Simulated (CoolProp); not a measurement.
A simple Rankine cycle with R365MFC: condensing at 324.15 K, boiler at 0.92 MPa, turbine inlet 407.8 K, turbine efficiency 0.75, pump efficiency 0.6, no recuperator. Each further row changes one setting.

Computed with CoolProp (reference Helmholtz-energy equation of state, Lemmon 2016).

```json
[
 {"case": "as stated", "thermal efficiency (%)": "9.9", "net work (kJ/kg)": "26.0", "heat in (kJ/kg)": "264", "turbine exit temperature (K)": "373.8", "volume ratio over the turbine": "6.73"},
 {"case": "turbine inlet 427.8 K", "thermal efficiency (%)": "9.6", "net work (kJ/kg)": "28.0", "heat in (kJ/kg)": "290", "turbine exit temperature (K)": "395.0", "volume ratio over the turbine": "6.56"},
 {"case": "condensing temperature 316.15 K", "thermal efficiency (%)": "10.9", "net work (kJ/kg)": "30.0", "heat in (kJ/kg)": "275", "turbine exit temperature (K)": "369.7", "volume ratio over the turbine": "8.82"},
 {"case": "boiler pressure 0.644 MPa", "thermal efficiency (%)": "8.2", "net work (kJ/kg)": "22.0", "heat in (kJ/kg)": "269", "turbine exit temperature (K)": "382.2", "volume ratio over the turbine": "4.50"},
 {"case": "turbine efficiency 0.65", "thermal efficiency (%)": "8.5", "net work (kJ/kg)": "22.4", "heat in (kJ/kg)": "264", "turbine exit temperature (K)": "377.0", "volume ratio over the turbine": "6.80"}
]
```
